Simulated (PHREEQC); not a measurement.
Solution (25 °C): 0.01 mol BaCl2, 5.4e-05 mol NaHCO3 and 7.2e-07 mol H4SiO4 per kg of water. Closed to the air; pH follows from the charge balance.

Equilibrium calculation in PHREEQC: ion-association model, phreeqc.dat.

```json
[
 {"quantity": "pH", "before": "7.83", "after": "7.92"},
 {"quantity": "BaOH+ (mol/kgw)", "before": "1.38e-8", "after": "4.35e-9"},
 {"quantity": "H3SiO4- (mol/kgw)", "before": "8.36e-9", "after": "9.39e-9"},
 {"quantity": "SI of Quartz (SiO2)", "before": "-2.16", "after": "-2.17"}
]
```

**Question.** What was changed between the two runs?
A. NaHCO3 replaced by NaOH at the same molality
B. temperature from 25 to 75 °C
C. BaCl2 from 0.01 to 0.002 mol/kgw
D. diluted 5-fold with water
E. H4SiO4 from 7.2e-07 to 1.08e-06 mol/kgw

**Answer.** C, BaCl2 from 0.01 to 0.002 mol/kgw

Precipitation was switched off in this run.
